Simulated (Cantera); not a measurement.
Input: 1 mol PbO, 4.1 mol H₂, at 360 Pa.

These are equilibrium values from Cantera (NASA tables, ideal gas, pure condensed phases), not measurements of a reactor. Candidate condensed phases: H₂O, Pb, PbO, PbO₂, Pb₃O₄; 12 gas species. Equilibrium is a limit: real reactors are often held back by kinetics, nucleation or transport.

x: gas mole fraction; n: condensed amount in mol.

```csv
T (K),x H₂,x H₂O,x Pb,x H,x Pb₂,n Pb(s),n Pb(l)
598,0.756,0.244,1.26e-9,<1e-12,<1e-12,1.00,0
648,0.756,0.244,2.34e-8,<1e-12,<1e-12,0,1.00
698,0.756,0.244,2.82e-7,<1e-12,<1e-12,0,1.000
748,0.756,0.244,2.43e-6,4.17e-12,<1e-12,0,1.000
798,0.756,0.244,1.59e-5,3.86e-11,[?],0,1.000
848,0.756,0.244,8.31e-5,2.76e-10,[?],0,1.000
898,0.756,0.244,0.000360,1.59e-9,[?],0,0.999
948,0.755,0.244,0.00133,7.59e-9,[?],0,0.995
998,0.753,0.243,0.00430,3.11e-8,[?],0,0.982
```

### Question
Complete the blanks.

### Answer

- 798, x Pb₂: 1.10e-12
- 848, x Pb₂: 1.76e-11
- 898, x Pb₂: 2.06e-10
- 948, x Pb₂: 1.84e-9
- 998, x Pb₂: 1.32e-8
